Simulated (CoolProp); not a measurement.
CH2F2 (R32) along the isobar 0.427 MPa: density (kg/m³) from the reference equation and from simpler models built on Tc = 78.1 °C, pc = 5.783 MPa, ω = 0.277; each cubic takes its own stable root.

Computed with CoolProp (reference Helmholtz-energy equation of state, Tillner-Roth 1997).

| T (°C) | phase | reference | ideal gas | van der Waals | Soave-Redlich-Kwong |
|---|---|---|---|---|---|
| 39.55 | gas | 8.945 | 8.544 | 8.806 | 8.880 |
| 48.95 | gas | 8.641 | 8.295 | 8.531 | 8.590 |
| 58.35 | gas | 8.361 | 8.060 | 8.273 | 8.319 |
| 67.85 | gas | 8.098 | 7.835 | 8.028 | 8.063 |
| 77.25 | gas | 7.856 | 7.625 | 7.800 | 7.827 |
| 86.65 | gas | 7.629 | 7.426 | 7.585 | 7.604 |
| 96.05 | gas | 7.416 | 7.237 | 7.382 | 7.395 |
| 105.45 | gas | 7.217 | 7.057 | 7.190 | 7.198 |
| 114.85 | gas | 7.028 | 6.886 | 7.008 | 7.011 |
| 124.25 | gas | 6.850 | 6.723 | 6.835 | 6.835 |
| 133.65 | gas | 6.681 | 6.568 | 6.671 | 6.668 |
| 143.05 | gas | 6.521 | 6.419 | 6.514 | 6.509 |
| 152.45 | gas | 6.369 | 6.278 | 6.365 | 6.357 |
| 161.85 | gas | 6.224 | 6.142 | 6.223 | 6.213 |
